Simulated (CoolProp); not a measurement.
Vapour-liquid equilibrium of o-xylene (1) + n-undecane (2) at 79 kPa; x and y are mole fractions of (1).

Model: multi-fluid Helmholtz-energy mixture model, Zhou 2012 and Aleksandrov 2011; pair parameters Bell 2016, in CoolProp.

| x | bubble temperature, mixture model (K) | bubble temperature, Raoult's law (K) | y, mixture model | y, Raoult's law |
|---|---|---|---|---|
| 0.05 | 455.1 | 454.5 | 0.139 | 0.156 |
| 0.15 | 447.6 | 446.5 | 0.365 | 0.391 |
| 0.25 | 440.8 | 439.7 | 0.534 | 0.557 |
| 0.35 | 434.7 | 433.8 | 0.660 | 0.677 |
| 0.45 | 429.3 | 428.6 | 0.755 | 0.767 |
| 0.55 | 424.5 | 424.0 | 0.827 | 0.834 |
| 0.65 | 420.3 | 419.9 | 0.882 | 0.887 |
| 0.75 | 416.4 | 416.2 | 0.925 | 0.928 |
| 0.85 | 413.0 | 412.8 | 0.960 | 0.962 |
| 0.95 | 409.8 | 409.8 | 0.988 | 0.988 |

The largest gap from Raoult's law is +1.1 K in bubble temperature, at x = 0.25. No azeotrope shows between x = 0.05 and 0.95.

Pair parameters are fitted to limited data, so mixtures are less certain than the pure fluids.
